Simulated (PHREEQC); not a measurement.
Consider water at 25 °C with 0.0014 mol NH4Cl, 0.15 mol Na2SO4 and 6.4e-05 mol NaCl per kg of water. Closed to the air; pH follows from the charge balance.

Model: ion-association model, phreeqc.dat, run in PHREEQC.

```csv
quantity,before,after
pH,6.56,4.65
ionic strength (mol/kgw),0.380,0.380
Na+ (mol/kgw),0.265,0.265
SI of Halite (NaCl),-5.30,-5.26
```

Q: Which change was made?
(A) NH4Cl replaced by MnCl2 at the same molality
(B) NaCl replaced by FeCl3 at the same molality
(C) NaCl from 6.4e-05 to 1.28e-05 mol/kgw
(D) Na2SO4 left out
(E) diluted 100-fold with water

A: B, NaCl replaced by FeCl3 at the same molality

Precipitation was switched off in this run. Some of these states are supersaturated (in Fe(OH)3(a), Hematite (slow to form), for instance).
